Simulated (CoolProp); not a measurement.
Properties of dry air along the isobar 9.95 bar (Tc = 132.5 K, pc = 37.86 bar, ω = 0.034).

Computed with CoolProp (reference Helmholtz-energy equation of state, Lemmon 2000). It is a pseudo-pure fit of the blend.

| T (K) | phase | cp (kJ/(kg K)) | cv (kJ/(kg K)) | expansivity (1/kK) | conductivity (mW/(m K)) | Prandtl number |
|---|---|---|---|---|---|---|
| 93.1 | liquid | 2.021 | 0.9867 | 6.501 | 117 | 1.86 |
| 122.2 | gas | 1.258 | … | 12.19 | 12.7 | 0.875 |
| 151.3 | gas | 1.111 | 0.7386 | 8.029 | 15.0 | 0.790 |
| 180.4 | gas | 1.064 | 0.7269 | 6.216 | 17.4 | 0.758 |
| 209.5 | gas | 1.042 | 0.7223 | 5.140 | 19.8 | 0.740 |
| 238.7 | gas | 1.031 | 0.7203 | 4.407 | 22.1 | 0.729 |
| 267.8 | gas | 1.024 | 0.7197 | 3.871 | 24.3 | 0.721 |
| 296.9 | gas | 1.021 | 0.7200 | 3.458 | 26.5 | … |
| 326 | gas | 1.019 | 0.7212 | 3.128 | 28.6 | 0.710 |
| 355.1 | gas | 1.019 | … | 2.858 | 30.6 | 0.706 |
| 384.2 | gas | 1.020 | … | 2.632 | … | 0.704 |

### Question
Fill in the missing entries.

### Answer

- 122.2, cv (kJ/(kg K)): 0.7773
- 296.9, Prandtl number: 0.715
- 355.1, cv (kJ/(kg K)): 0.7231
- 384.2, cv (kJ/(kg K)): 0.7258
- 384.2, conductivity (mW/(m K)): 32.6

Viscosity comes from a separate model (Lemmon 2004). Thermal conductivity comes from a separate model (Lemmon 2004).
